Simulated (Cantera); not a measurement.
A closed system holds: 1 mol AlCl3, 9.3 mol H2O, 32 mol N2, 0.57 mol HCl, held at 13.3 mbar.

These are equilibrium values from Cantera (NASA tables, ideal gas, pure condensed phases), not measurements of a reactor. Candidate condensed phases: Al, AlCl3, AlN, Al2O3, H2O, NH4Cl; 45 gas species. Condensed phases not in the tables: AlOCl. Kinetics and transport are ignored.

Task: At 773 K, list the 3 most abundant gas species with their mole fractions, and the condensed phases.

Result: N2 0.738, H2O 0.180, HCl 0.0823. Condensed: Al2O3(s).
